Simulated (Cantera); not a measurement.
Cantera run:

```python
import numpy as np
import cantera as ct

gas_names = """
    SF4 S2
""".split()
cond_names = """
    PbS(s) PbS(L) PbF2(a) PbF2(b) PbF2(L) Pb(cr) Pb(L)
""".split()


# ... load() reads the species with a 1 bar reference pressure and builds the phases ...
species = {s.name: s for s in load("nasa_gas.yaml", gas_names) + load("nasa_condensed.yaml", cond_names)}
# Each term lists the table entries of one substance; the one whose range holds T is used.
reactions = {
    '4 PbS + 2 SF4(g) = 3 S2(g) + 4 PbF2':
        [(-4, ['PbS(s)', 'PbS(L)']), (-2, ['SF4']), (3, ['S2']), (4, ['PbF2(a)', 'PbF2(b)', 'PbF2(L)'])],
    '4 PbF2 + S2(g) = 2 SF4(g) + 4 Pb':
        [(-4, ['PbF2(a)', 'PbF2(b)', 'PbF2(L)']), (-1, ['S2']), (2, ['SF4']), (4, ['Pb(cr)', 'Pb(L)'])],
}


def pick(names, T):
    return next(species[n] for n in names if species[n].thermo.min_temp <= T <= species[n].thermo.max_temp)


results = []
for label, terms in reactions.items():
    print(label)
    print("     T/K   dH/kJ  dS/(J/K)   dG/kJ   log10 K")
    for T in [623, 673, 723, 773, 823, 873, 923, 973, 1023, 1073, 1123]:
        used = [(nu, pick(names, T)) for nu, names in terms]
        dH = sum(nu * s.thermo.h(T) for nu, s in used) / 1e6
        dS = sum(nu * s.thermo.s(T) for nu, s in used) / 1e3
        dG = dH - T * dS / 1e3
        logK = -dG * 1e6 / (ct.gas_constant * T * np.log(10))
        results.append((label, T, dH, dS, dG, logK, [s.name for _, s in used]))
        print(f"{T:8g} {dH:8.1f} {dS:8.1f} {dG:8.1f} {logK:8.2f}")
```

Output:

```
4 PbS + 2 SF4(g) = 3 S2(g) + 4 PbF2
     T/K   dH/kJ  dS/(J/K)   dG/kJ   log10 K
     623   -383.3    211.0   -514.8    43.16
     673   -372.3    228.0   -525.8    40.81
     723   -360.5    245.0   -537.6    38.84
     773   -350.4    258.4   -550.2    37.18
     823   -343.4    267.3   -563.4    35.75
     873   -339.1    272.3   -576.9    34.51
     923   -336.8    274.9   -590.5    33.42
     973   -334.9    276.9   -604.3    32.44
    1023   -332.9    278.9   -618.2    31.57
    1073   -333.6    278.3   -632.2    30.77
    1123   -271.8    334.3   -647.2    30.10
4 PbF2 + S2(g) = 2 SF4(g) + 4 Pb
     T/K   dH/kJ  dS/(J/K)   dG/kJ   log10 K
     623   1045.7    155.2    949.0   -79.56
     673   1033.8    136.9    941.7   -73.09
     723   1020.9    118.5    935.3   -67.57
     773   1009.8    103.6    929.8   -62.83
     823   1001.5     93.2    924.9   -58.70
     873    996.0     86.6    920.4   -55.07
     923    992.2     82.4    916.2   -51.85
     973    988.8     78.8    912.1   -48.97
    1023    985.1     75.1    908.3   -46.38
    1073    984.1     74.1    904.6   -44.03
    1123    920.5     16.4    902.0   -41.95
```

Cantera with NASA thermochemical tables; ideal gases at 1 bar, condensed phases pure. Condensed species are held in their standard states even where they would react or evaporate.
